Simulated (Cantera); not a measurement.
A Cantera script and what it prints.

```python
import numpy as np
import cantera as ct

gas_names = [...]  # 77 gases of nasa_gas.yaml made of C, H, Ti
cond_names = """
    C(gr) C6H6(L) C7H8(L) C8H18(L),n-octa Ti(a) Ti(b) Ti(L) TiC(s) TiC(L)
""".split()


# ... load() reads the species with a 1 bar reference pressure and builds the phases ...
atoms = {
    'TiC': {'Ti': 1, 'C': 1},
    'C': {'C': 1},
    'H2': {'H': 2},
}
top_T = {'C(gr)': 4500}  # K; cautious upper limits of use, not melting points


# ... equilibrate(T, P, feed) seeds the gas with the atoms and calls Mixture.equilibrate('TP', solver="vcs", rtol=1e-11, max_steps=5000) ...
results = []
feed = {'TiC': 1, 'C': 0.91, 'H2': 2.9}  # mol
P = 29000  # Pa
for T in [1675, 1775, 1875, 1975, 2075, 2175, 2275, 2375, 2475, 2575, 2675, 2775]:
    mix = equilibrate(T, P, feed)
    results.append((T, P, feed, dict(zip(mix.species_names, mix.species_moles))))

top = {s: max(r[3][s] / sum(r[3][g] for g in gas_names) for r in results) for s in gas_names}
cols = sorted((s for s in top if top[s] > 0.0001), key=lambda s: -top[s])[:8]
seen = [c for c in cond_names if any(r[3].get(c, 0) > 1e-12 for r in results)]
print("log10 of partial pressures in bar; condensed amounts in mol")
print(f"{'T/K':>10s}" + "".join(f"{s[:9]:>10s}" for s in cols + seen))
for T, P, feed, n in results:
    ng = sum(n[g] for g in gas_names)
    print(f"{T:10.4g}" + "".join(f"{np.log10(max(n[s] / ng * P / 1e5, 1e-99)):10.3f}" for s in cols)
          + "".join(f"{n.get(c, 0):10.4g}" for c in seen))
```

Output:

```
log10 of partial pressures in bar; condensed amounts in mol
       T/K        H2         H C2H2,acet       C2H       CH4      C4H2        Ti     C(gr)    TiC(s)
      1675    -0.538    -4.204    -4.774   -10.745    -3.995    -9.419   -12.388    0.9086         1
      1775    -0.538    -3.807    -4.385    -9.758    -4.153    -8.636   -11.252    0.9085         1
      1875    -0.538    -3.453    -4.038    -8.877    -4.294    -7.937   -10.240    0.9076         1
      1975    -0.539    -3.133    -3.727    -8.086    -4.421    -7.311    -9.331    0.9058         1
      2075    -0.540    -2.845    -3.447    -7.372    -4.536    -6.747    -8.510    0.9025         1
      2175    -0.543    -2.583    -3.194    -6.725    -4.642    -6.236    -7.767    0.8968         1
      2275    -0.546    -2.344    -2.965    -6.136    -4.740    -5.773    -7.090    0.8878         1
      2375    -0.552    -2.127    -2.759    -5.599    -4.834    -5.352    -6.470    0.8742         1
      2475    -0.560    -1.928    -2.572    -5.107    -4.926    -4.969    -5.902    0.8544         1
      2575    -0.572    -1.746    -2.404    -4.656    -5.018    -4.620    -5.379    0.8269         1
      2675    -0.588    -1.581    -2.255    -4.242    -5.114    -4.304    -4.896    0.7897    0.9999
      2775    -0.611    -1.431    -2.124    -3.862    -5.216    -4.018    -4.449    0.7411    0.9996
```

Equilibrium computed with Cantera from the NASA thermochemical tables; the gas is ideal and each condensed phase is pure. TiC: taken at fixed stoichiometry.
